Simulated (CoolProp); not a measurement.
A closed Brayton cycle with carbon dioxide: compressor inlet 320.15 K and 8 MPa, high pressure 24.7 MPa, turbine inlet 710 K, compressor efficiency 0.89, turbine efficiency 0.93, recuperator effectiveness 0.95 (on enthalpy, no pinch check). Each further row changes one setting.

Model: reference Helmholtz-energy equation of state, Span 1996, in CoolProp.

```tsv
case	thermal efficiency (%)	net work (kJ/kg)	compressor to turbine work	compressor exit (K)	turbine exit (K)
as stated	32.6	72.0	0.43	411.0	583.5
turbine inlet 660 K	29.3	60.8	0.47	411.0	___
compressor inlet 330.15 K	30.7	64.4	___	___	583.5
high pressure 21 MPa	32.6	___	0.41	397.7	___
recuperator effectiveness 0.5	___	72.0	0.43	411.0	583.5
```

### Question
What belongs in the gaps?

### Answer

- turbine inlet 660 K, turbine exit (K): 538.3
- compressor inlet 330.15 K, compressor to turbine work: 0.49
- compressor inlet 330.15 K, compressor exit (K): 428.7
- high pressure 21 MPa, net work (kJ/kg): 65.1
- high pressure 21 MPa, turbine exit (K): 601.3
- recuperator effectiveness 0.5, thermal efficiency (%): 23.2
